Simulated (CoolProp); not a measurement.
Properties of carbon monoxide at several states.

Computed with CoolProp (reference Helmholtz-energy equation of state, Lemmon 2006). It is a short technical equation, of lower accuracy than the large ones.

| T (°C) | p (bar) | phase | density (kg/m³) | cp (kJ/(kg K)) | Joule-Thomson coefficient (K/MPa) | isothermal compressibility (1/MPa) |
|---|---|---|---|---|---|---|
| -102.25 | 19.5 | gas | 42.15 | 1.213 | 6.705 | 0.5632 |
| -176.75 | 38 | liquid | 737.1 | 2.170 | -0.2394 | 0.004824 |
| 9.45 | 158 | supercritical | 188.2 | 1.339 | 1.227 | 0.05822 |
